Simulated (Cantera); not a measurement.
Equilibrium for hydrogen reduction and annealing atmospheres: V2O3 + H2 + H2O

Charge: 1 mol V2O3, 1 mol H2, 0.086 mol H2O, held at 1148 K and 7.50 bar.

Method: chemical equilibrium by Gibbs-energy minimisation in Cantera with the NASA 1993 tables (ideal gas, pure condensed phases). Candidate condensed phases: H2O, V, VO, V2O3, V2O4, V2O5; 12 gas species. Condensed phases not in the tables: the oxides between V2O3 and V2O5 other than VO2. Rates play no part.

```yaml
x(H2): 0.921
x(H2O): 0.0792
n(V2O3(s)): 1.00 mol
gas_amount: 1.086 mol
log10 activity of V(s) (absent): -6.89
log10 activity of V2O5(l) (absent): -12.02
```
